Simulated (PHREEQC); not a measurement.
Consider water at 25 °C with 2.7 mol/kgw LiCl and 2.9 mol/kgw CaCl2. Closed to the air; pH follows from the charge balance.

The numbers come from PHREEQC with the Pitzer model, pitzer.dat.

Task: The ionic strength comes out as 11.4 mol/kgw. What activity coefficients do Ca+2, Li+, Cl- get?

Result: Ca+2 95, Li+ 29, Cl- 0.77. Single-ion values are on the MacInnes scale.

Precipitation was switched off in this run. Species that the database lacks are ignored.
